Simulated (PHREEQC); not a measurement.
Make-up at 61 °C: 7.1 mol NaOH and 0.68 mol CaCl2 per kg of water. Closed to the air; pH follows from the charge balance.

Computed with PHREEQC (Pitzer model, pitzer.dat).

Question: The ionic strength comes out as 9.14 mol/kgw. What activity coefficients do Ca+2, OH-, Cl-, Na+ get?

Answer: Ca+2 0.00040, OH- 1.00, Cl- 0.70, Na+ 1.1. Single-ion values are on the MacInnes scale.

No solid was allowed to form. Species that the database lacks are ignored. In brines, pH and single-ion activities rest on the MacInnes convention. At this temperature some constants are extrapolated from 25 °C, and those without enthalpy data are left unchanged.
